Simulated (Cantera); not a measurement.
A closed system holds: 1 mol SiF4, 0.73 mol N2, 2.8 mol H2, equilibrated at 1.00 bar.

Equilibrium computed with Cantera from the NASA thermochemical tables; the gas is ideal and each condensed phase is pure. Candidate condensed phases: Si, Si3N4; 37 gas species. The tables' values for SiF3, SiF2 are old estimates; treat these amounts as uncertain. The numbers say what is thermodynamically allowed, not how fast it happens.

x: gas mole fraction; nothing condenses.

```json
[
 {"T (°C)": "752", "x H2": "0.617", "x SiF4": "0.220", "x N2": "0.161", "x HF": "0.000666", "x SiF3": "7.34e-6", "x SiHF3": "___"},
 {"T (°C)": "827", "x H2": "0.617", "x SiF4": "0.220", "x N2": "0.161", "x HF": "0.00116", "x SiF3": "3.19e-5", "x SiHF3": "___"},
 {"T (°C)": "902", "x H2": "0.616", "x SiF4": "0.219", "x N2": "0.161", "x HF": "0.00189", "x SiF3": "0.000113", "x SiHF3": "___"},
 {"T (°C)": "977", "x H2": "0.615", "x SiF4": "0.218", "x N2": "0.161", "x HF": "0.00294", "x SiF3": "0.000338", "x SiHF3": "___"},
 {"T (°C)": "1052", "x H2": "0.614", "x SiF4": "0.216", "x N2": "0.161", "x HF": "0.00445", "x SiF3": "0.000871", "x SiHF3": "___"},
 {"T (°C)": "1127", "x H2": "0.612", "x SiF4": "0.214", "x N2": "0.161", "x HF": "0.00659", "x SiF3": "0.00196", "x SiHF3": "___"},
 {"T (°C)": "1202", "x H2": "0.609", "x SiF4": "0.211", "x N2": "0.161", "x HF": "0.00962", "x SiF3": "0.00394", "x SiHF3": "___"},
 {"T (°C)": "1277", "x H2": "0.606", "x SiF4": "0.206", "x N2": "0.161", "x HF": "0.0138", "x SiF3": "0.00714", "x SiHF3": "___"},
 {"T (°C)": "1352", "x H2": "0.601", "x SiF4": "0.200", "x N2": "0.160", "x HF": "0.0196", "x SiF3": "0.0119", "x SiHF3": "___"}
]
```

Problem. Some entries are withheld; supply them.

Solution. 
- 752, x SiHF3: 0.000657
- 827, x SiHF3: 0.00112
- 902, x SiHF3: 0.00176
- 977, x SiHF3: 0.00257
- 1052, x SiHF3: 0.00352
- 1127, x SiHF3: 0.00451
- 1202, x SiHF3: 0.00546
- 1277, x SiHF3: 0.00627
- 1352, x SiHF3: 0.00688
